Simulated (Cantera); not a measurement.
An adiabatic, constant-volume homogeneous reactor starts with CH₄ : C₂H₆ : O₂ : N₂ : CO₂ = 1 : 0.12 : 1.73 : 6.5 : 2 (molar parts), equivalence ratio 1.4, at 1273 K and 4.93 atm.

Model: GRI-Mech 3.0 (53 species, 325 reactions), integrated in Cantera.

x: mole fraction; the columns are a selection and need not sum to one.

```json
[
 {"t (s)": "1.00e-5", "T (K)": "1273", "P (bar)": "5.00", "x CH₄": "0.0881", "x C₂H₆": "0.0106", "x O₂": "0.152", "x NO₂": "<1e-12", "x C₂H₄": "[?]", "x O": "5.73e-10"},
 {"t (s)": "2.14e-5", "T (K)": "1273", "P (bar)": "5.00", "x CH₄": "0.0881", "x C₂H₆": "0.0106", "x O₂": "0.152", "x NO₂": "<1e-12", "x C₂H₄": "[?]", "x O": "1.26e-9"},
 {"t (s)": "4.59e-5", "T (K)": "1273", "P (bar)": "5.00", "x CH₄": "0.0881", "x C₂H₆": "0.0106", "x O₂": "0.152", "x NO₂": "<1e-12", "x C₂H₄": "[?]", "x O": "3.10e-9"},
 {"t (s)": "9.83e-5", "T (K)": "1273", "P (bar)": "5.00", "x CH₄": "0.0881", "x C₂H₆": "0.0105", "x O₂": "0.152", "x NO₂": "<1e-12", "x C₂H₄": "[?]", "x O": "9.73e-9"},
 {"t (s)": "0.000211", "T (K)": "1274", "P (bar)": "5.00", "x CH₄": "0.0879", "x C₂H₆": "0.0104", "x O₂": "0.152", "x NO₂": "<1e-12", "x C₂H₄": "[?]", "x O": "3.59e-8"},
 {"t (s)": "0.000451", "T (K)": "1282", "P (bar)": "5.04", "x CH₄": "0.0865", "x C₂H₆": "0.00975", "x O₂": "0.151", "x NO₂": "<1e-12", "x C₂H₄": "[?]", "x O": "1.16e-7"},
 {"t (s)": "0.000966", "T (K)": "2645", "P (bar)": "11.1", "x CH₄": "<1e-12", "x C₂H₆": "<1e-12", "x O₂": "0.00137", "x NO₂": "4.76e-8", "x C₂H₄": "<1e-12", "x O": "0.000318"},
 {"t (s)": "0.00207", "T (K)": "2638", "P (bar)": "11.1", "x CH₄": "<1e-12", "x C₂H₆": "<1e-12", "x O₂": "0.00126", "x NO₂": "2.63e-7", "x C₂H₄": "<1e-12", "x O": "0.000296"},
 {"t (s)": "0.00443", "T (K)": "2635", "P (bar)": "11.1", "x CH₄": "<1e-12", "x C₂H₆": "<1e-12", "x O₂": "0.00122", "x NO₂": "3.51e-7", "x C₂H₄": "<1e-12", "x O": "0.000287"},
 {"t (s)": "0.00950", "T (K)": "2634", "P (bar)": "11.1", "x CH₄": "<1e-12", "x C₂H₆": "<1e-12", "x O₂": "0.00122", "x NO₂": "3.56e-7", "x C₂H₄": "<1e-12", "x O": "0.000286"},
 {"t (s)": "0.0203", "T (K)": "2634", "P (bar)": "11.1", "x CH₄": "<1e-12", "x C₂H₆": "<1e-12", "x O₂": "0.00122", "x NO₂": "3.56e-7", "x C₂H₄": "<1e-12", "x O": "0.000286"},
 {"t (s)": "0.0436", "T (K)": "2634", "P (bar)": "11.1", "x CH₄": "<1e-12", "x C₂H₆": "<1e-12", "x O₂": "0.00122", "x NO₂": "3.56e-7", "x C₂H₄": "<1e-12", "x O": "0.000286"},
 {"t (s)": "0.0934", "T (K)": "2634", "P (bar)": "11.1", "x CH₄": "<1e-12", "x C₂H₆": "<1e-12", "x O₂": "0.00122", "x NO₂": "3.56e-7", "x C₂H₄": "<1e-12", "x O": "0.000286"},
 {"t (s)": "0.200", "T (K)": "2634", "P (bar)": "11.1", "x CH₄": "<1e-12", "x C₂H₆": "<1e-12", "x O₂": "0.00122", "x NO₂": "3.56e-7", "x C₂H₄": "<1e-12", "x O": "0.000286"}
]
```

**Question.** What belongs in the gaps?

**Answer.** 
- 1.00e-5, x C₂H₄: 1.92e-7
- 2.14e-5, x C₂H₄: 9.17e-7
- 4.59e-5, x C₂H₄: 4.40e-6
- 9.83e-5, x C₂H₄: 2.36e-5
- 0.000211, x C₂H₄: 0.000157
- 0.000451, x C₂H₄: 0.000977
